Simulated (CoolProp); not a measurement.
Vapour pressure (kPa) of R1234yf: the reference equation beside estimates from Tc = 94.7 °C, pc = 3384 kPa, ω = 0.276. Clausius-Clapeyron is anchored at -88.85 °C with a constant enthalpy of vaporisation of 23.95 kJ/mol.

The numbers come from the reference Helmholtz-energy equation of state, Lemmon 2022 in CoolProp.

```csv
T (°C),reference,Clausius-Clapeyron,van der Waals,Redlich-Kwong
-100.15,0.9452,0.9603,61.39,3.136
-96.45,1.351,1.361,71.33,4.308
-92.65,1.914,1.918,82.72,5.867
-88.85,2.666,2.666,95.35,7.861
-85.15,3.625,3.626,108.9,10.30
-81.35,4.899,4.912,124.3,13.42
-77.65,6.481,6.527,140.6,17.14
-73.85,8.529,8.644,158.9,21.77
-70.05,11.09,11.33,178.8,27.35
-66.35,14.16,14.60,199.8,33.80
-62.55,18.01,18.77,223.1,41.61
-58.85,22.55,23.77,247.5,50.50
-55.05,28.13,30.05,274.4,61.09
```

Absolute difference from the reference over all 13 rows, mean and median: Clausius-Clapeyron 2.0 and 1.3 %, van der Waals 2637.1 and 2069.4 %, Redlich-Kwong 168.3 and 164.5 %.
